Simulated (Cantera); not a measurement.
A freely propagating, adiabatic, planar premixed flame of 10.8 % CO, 0.668 % H2, 8.19 % CH4, 14.8 % O2, 55.4 % N2, 10.2 % CO2, unburnt at 550 K and 1.00 bar; mixture-averaged transport, grid criteria slope 0.08 and curve 0.16, no radiation.

Computed with Cantera and GRI-Mech 3.0 (53 species, 325 reactions). Burning velocities carry a grid error of a few per cent, more on coarse grids.

x: mole fraction of selected species; z is measured from the peak of heat release.

```json
[
 {"z (mm)": "-1.50", "T (K)": "551", "u (m/s)": "0.567", "x CO": "0.108", "x H2": "0.00843", "x CH4": "0.0817", "x CH3": "<1e-8", "x C2H": "<1e-8", "x CH2O": "2.40e-7"},
 {"z (mm)": "-1.00", "T (K)": "555", "u (m/s)": "0.573", "x CO": "0.107", "x H2": "0.0110", "x CH4": "0.0811", "x CH3": "3.98e-8", "x C2H": "<1e-8", "x CH2O": "3.31e-6"},
 {"z (mm)": "-0.751", "T (K)": "571", "u (m/s)": "0.591", "x CO": "0.107", "x H2": "0.0138", "x CH4": "0.0798", "x CH3": "2.46e-7", "x C2H": "<1e-8", "x CH2O": "1.90e-5"},
 {"z (mm)": "-0.501", "T (K)": "(withheld)", "u (m/s)": "0.689", "x CO": "0.108", "x H2": "(withheld)", "x CH4": "0.0737", "x CH3": "(withheld)", "x C2H": "<1e-8", "x CH2O": "(withheld)"},
 {"z (mm)": "-0.250", "T (K)": "1048", "u (m/s)": "1.10", "x CO": "0.117", "x H2": "0.0255", "x CH4": "0.0493", "x CH3": "0.000278", "x C2H": "<1e-8", "x CH2O": "0.000693"},
 {"z (mm)": "-0.125", "T (K)": "1390", "u (m/s)": "1.47", "x CO": "0.127", "x H2": "0.0288", "x CH4": "0.0266", "x CH3": "0.00137", "x C2H": "<1e-8", "x CH2O": "0.000740"},
 {"z (mm)": "0", "T (K)": "1696", "u (m/s)": "1.80", "x CO": "0.136", "x H2": "0.0292", "x CH4": "0.00667", "x CH3": "0.00165", "x C2H": "1.49e-7", "x CH2O": "0.000393"},
 {"z (mm)": "0.125", "T (K)": "1826", "u (m/s)": "1.94", "x CO": "0.133", "x H2": "0.0257", "x CH4": "0.000599", "x CH3": "0.000298", "x C2H": "1.71e-7", "x CH2O": "6.92e-5"},
 {"z (mm)": "0.250", "T (K)": "1861", "u (m/s)": "1.97", "x CO": "0.127", "x H2": "0.0238", "x CH4": "3.11e-5", "x CH3": "1.99e-5", "x C2H": "2.23e-8", "x CH2O": "4.61e-6"},
 {"z (mm)": "0.501", "T (K)": "1889", "u (m/s)": "1.99", "x CO": "0.122", "x H2": "0.0237", "x CH4": "(withheld)", "x CH3": "(withheld)", "x C2H": "<1e-8", "x CH2O": "(withheld)"},
 {"z (mm)": "1.00", "T (K)": "1919", "u (m/s)": "2.01", "x CO": "0.121", "x H2": "0.0238", "x CH4": "<1e-8", "x CH3": "<1e-8", "x C2H": "<1e-8", "x CH2O": "<1e-8"},
 {"z (mm)": "2.00", "T (K)": "1948", "u (m/s)": "2.04", "x CO": "0.121", "x H2": "0.0236", "x CH4": "<1e-8", "x CH3": "<1e-8", "x C2H": "<1e-8", "x CH2O": "<1e-8"},
 {"z (mm)": "4.01", "T (K)": "1970", "u (m/s)": "2.06", "x CO": "0.121", "x H2": "0.0235", "x CH4": "<1e-8", "x CH3": "<1e-8", "x C2H": "<1e-8", "x CH2O": "<1e-8"}
]
```

Question: Fill in the missing entries.

Answer: 
- -0.501, T (K): 662
- -0.501, x H2: 0.0186
- -0.501, x CH3: 5.44e-6
- -0.501, x CH2O: 0.000153
- 0.501, x CH4: 1.03e-7
- 0.501, x CH3: 7.95e-8
- 0.501, x CH2O: 1.90e-8
